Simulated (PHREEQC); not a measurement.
1.9 g of hydrous ferric oxide (600 m²/g; 0.2 weak and 0.005 strong sites per Fe, Dzombak-Morel constants, diffuse double layer) in 1 kg of water with 0.01 mol/kgw of an inert sodium salt and 3.5e-05 mol/kgw ZnSO4 and 1.6e-05 mol/kgw NaH2PO4, at 25 °C; the pH is set by adding NaOH or the inert anion's acid. Oxygen alone is held at its pressure in air (log pO2 = -0.68). No CO2 enters from the air. Precipitation was switched off in this run.

The series has 17 steps of pH, from 4 to 12.

All values are PHREEQC results (ion-association model, wateq4f.dat), not measurements.

Question: Near which pH is half of the S sorbed, and on which side is more sorbed?

Answer: Near pH 7.1, with more sorbed at lower pH.

Question: Near which pH is half of the Zn sorbed, and on which side is more sorbed?

Answer: Near pH 5.6, with more sorbed at higher pH.

Question: Near which pH is half of the P sorbed, and on which side is more sorbed?

Answer: Near pH 9.7, with more sorbed at lower pH.

Species that the database lacks are ignored. H3PO4, which wateq4f.dat lacks, is added to it with the constant of phreeqc.dat. The database has no phosphate complexes of Zn.
